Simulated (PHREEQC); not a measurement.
Consider water at 59 °C with 6.2 mmol/kgw Mg(NO3)2. Closed to the air; pH follows from the charge balance.

The numbers come from PHREEQC with the ion-association model, phreeqc.dat.

Precipitation was switched off in this run.

Q: Estimate the specific conductance.

A: specific conductance 2520 µS/cm.

Away from 25 °C the constants follow the database's enthalpies or fits; those with neither stay at their 25 °C values.
